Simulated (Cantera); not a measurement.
A diamond (100) surface in a fixed gas of H2 with x(CH4) = 0.0022, x(H) = 0.0017, x(CH3) = 0.0017, at 1173 K; coverages are run to steady state.

Model: the Harris–Goodwin 1993 mechanism for the reconstructed diamond (100) surface, integrated in Cantera.

θ: site fractions in the mechanism's names (c6HH fully hydrogenated, c6H* and c6*H radical sites, c6** diradical, c6HM methylated).

| P (Pa) | growth (µm/h) | θ c6HH | θ c6H* | θ c6*H | θ c6** | θ c6HM |
|---|---|---|---|---|---|---|
| 550 | 0.575 | 0.464 | 0.0345 | 0.466 | 0.0190 | 0.00559 |
| 980 | 1.26 | 0.461 | 0.0343 | 0.463 | 0.0188 | 0.00974 |
| 1700 | 2.80 | 0.456 | 0.0339 | 0.458 | 0.0186 | 0.0163 |
| 3100 | 7.04 | 0.448 | 0.0332 | 0.449 | 0.0182 | 0.0276 |
| 5500 | ___ | 0.437 | 0.0323 | 0.436 | 0.0177 | ___ |
| 9800 | ___ | 0.421 | 0.0310 | 0.419 | 0.0170 | ___ |
| 17000 | 95.9 | 0.405 | 0.0297 | 0.400 | 0.0162 | 0.0886 |
| 31000 | 218 | 0.387 | 0.0282 | 0.380 | 0.0154 | 0.114 |

Problem. Some entries are withheld; supply them.

Solution. 
- 5500, growth (µm/h): 17.4
- 5500, θ c6HM: 0.0436
- 9800, growth (µm/h): 42.5
- 9800, θ c6HM: 0.0650
